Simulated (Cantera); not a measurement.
A perfectly stirred reactor is fed with C3H8 : H2 = 1 : 33 (molar parts), at 0.000918 atm; it is held at 1225 K, and followed from long to short residence time.

Computed with Cantera and GRI-Mech 3.0 (53 species, 325 reactions). GRI-Mech 3.0 was tuned for natural gas; its chemistry of propane as a main component is partial and can be far from experiment. GRI-Mech 3.0 stops at C3 and has no aromatics, soot or wall deposition, so with more carbon than oxygen in the feed, carbon stays in small species such as C2H2 where larger ones or solid carbon would form. Radical loss at walls, strong at low pressure, is not modelled.

Task: What does this change do: temperature 1225 to 1925 K?

Result: 
```csv
quantity,before,after
x(C3H8) at τ = 6.20 s,0.000511,1.29e-6
x(H2) at τ = 6.20 s,0.943,0.948
x(CH4) at τ = 6.20 s,0.0290,0.00481
x(C2H6) at τ = 6.20 s,1.08e-5,1.78e-7
x(C2H4) at τ = 6.20 s,0.0132,2.38e-5
x(C3H8) at τ = 60.0 ms,0.0166,0.000143
x(H2) at τ = 60.0 ms,0.958,0.933
x(CH4) at τ = 60.0 ms,0.0122,0.0304
x(C2H6) at τ = 60.0 ms,6.48e-5,1.21e-5
x(C2H4) at τ = 60.0 ms,0.0120,0.00150
```
